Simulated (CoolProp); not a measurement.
Model: reference Helmholtz-energy equation of state, Gao 2022, in CoolProp.

Problem. Give the vapour pressure (MPa), liquid density (kg/m³), vapour density (kg/m³), enthalpy of vaporisation (kJ/kg) of saturated n-perfluorohexane at 319, 404.4 K.

Solution. 
```json
[
 {"T (K)": "319", "p (MPa)": "0.0680", "liquid density (kg/m³)": "1610", "vapour density (kg/m³)": "9.09", "enthalpy of vaporisation (kJ/kg)": "87.6"},
 {"T (K)": "404.4", "p (MPa)": "0.733", "liquid density (kg/m³)": "1280", "vapour density (kg/m³)": "102", "enthalpy of vaporisation (kJ/kg)": "57.3"}
]
```
